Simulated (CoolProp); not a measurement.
R134a at several states: fugacity coefficient from the reference equation and from simpler models built on Tc = 374.2 K, pc = 4059 kPa, ω = 0.327; each cubic takes its own stable root.

Model: reference Helmholtz-energy equation of state, Tillner-Roth 1994, in CoolProp.

```
T (K)  p (kPa)          phase  reference  van der Waals  Redlich-Kwong  Peng-Robinson
-----  -------  -------------  ---------  -------------  -------------  -------------
243.6     64.9            gas     0.9724              …         0.9822         0.9786
277.9     2950         liquid     0.1170         0.3471         0.1911              …
407.7     4260  supercritical     0.7430              …         0.7365         0.7280
185.6     47.3         liquid    0.04036         0.9830         0.1727        0.04290
307.3     30.4            gas     0.9946         0.9965         0.9956         0.9948
302.3     3230         liquid     0.2172         0.4435         0.3037              …
```

Problem. What belongs in the gaps?

Solution. 
- 243.6, van der Waals: 0.9872
- 277.9, Peng-Robinson: 0.1182
- 407.7, van der Waals: 0.7496
- 302.3, Peng-Robinson: 0.2196

At some of these states van der Waals gives the other phase, because its saturation line lies elsewhere.
